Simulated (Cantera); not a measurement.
A Cantera script and what it prints.

```python
import numpy as np
import cantera as ct

gas_names = [...]  # 87 gases of nasa_gas.yaml made of C, H, Si
cond_names = """
    C(gr) C6H6(L) C7H8(L) C8H18(L),n-octa Si(cr) Si(L) SiC(b)
""".split()


# ... load() reads the species with a 1 bar reference pressure and builds the phases ...
atoms = {
    'Si(CH3)4': {'Si': 1, 'C': 4, 'H': 12},
    'H2': {'H': 2},
}
top_T = {'C(gr)': 4500, 'SiC(b)': 3050}  # K; cautious upper limits of use, not melting points


# ... equilibrate(T, P, feed) seeds the gas with the atoms and calls Mixture.equilibrate('TP', solver="vcs", rtol=1e-11, max_steps=5000) ...
results = []
feed = {'Si(CH3)4': 1, 'H2': 43}  # mol
T = 2548.15  # K
for P in [100, 400, 1600, 6300, 25000, 100000]:
    mix = equilibrate(T, P, feed)
    results.append((T, P, feed, dict(zip(mix.species_names, mix.species_moles))))

top = {s: max(r[3][s] / sum(r[3][g] for g in gas_names) for r in results) for s in gas_names}
cols = sorted((s for s in top if top[s] > 1e-06), key=lambda s: -top[s])[:8]
seen = [c for c in cond_names if any(r[3].get(c, 0) > 1e-12 for r in results)]
print("log10 of partial pressures in bar; condensed amounts in mol")
print(f"{'P/Pa':>10s}" + "".join(f"{s[:9]:>10s}" for s in cols + seen))
for T, P, feed, n in results:
    ng = sum(n[g] for g in gas_names)
    print(f"{P:10.4g}" + "".join(f"{np.log10(max(n[s] / ng * P / 1e5, 1e-99)):10.3f}" for s in cols)
          + "".join(f"{n.get(c, 0):10.4g}" for c in seen))
```

It prints:

```
log10 of partial pressures in bar; condensed amounts in mol
      P/Pa        H2         H        Si C2H2,acet      SiC2      Si2C        C3       SiH     C(gr)    SiC(b)
       100    -3.423    -3.221    -4.971    -5.302    -5.498    -7.991    -5.985    -7.292     2.468         0
       400    -2.622    -2.820    -4.308    -4.501    -4.836    -6.666    -5.985    -6.229     2.456         0
      1600    -1.916    -2.467    -3.679    -3.795    -4.206    -5.408    -5.985    -5.246     2.378         0
      6300    -1.268    -2.143    -3.104    -3.147    -3.631    -4.257    -5.985    -4.347     2.331         0
   2.5e+04    -0.640    -1.829    -2.742    -2.519    -3.270    -3.534    -5.985    -3.672     2.123    0.3361
     1e+05    -0.021    -1.520    -2.742    -1.900    -3.270    -3.534    -5.985    -3.362     1.831    0.8151
```

These are equilibrium values from Cantera (NASA tables, ideal gas, pure condensed phases), not measurements of a reactor. Gases not in the tables: Si2H6 and higher silanes.
